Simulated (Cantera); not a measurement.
An isothermal, constant-pressure homogeneous reactor starts with H2 : O2 = 0.022 : 1 (molar parts), equivalence ratio 0.011, at 975 K and 2.10 Torr.

Computed with Cantera and the H2/O2 subset of GRI-Mech 3.0, which has no nitrogen chemistry. Radical loss at walls, strong at low pressure, is not modelled.

One state of this run: x H2 = 2.63e-7; x O2 = 0.978; x HO2 = 3.13e-8; x H = 1.53e-7; x OH = 2.49e-5; x O = 1.94e-5; x H2O2 = 2.95e-9. x: mole fraction; the columns are a selection and need not sum to one.

Problem. Which value of t (s) does it belong to?
(A) 0.134
(B) 0.0365
(C) 1.81
(D) 24.5

Solution. D, 24.5
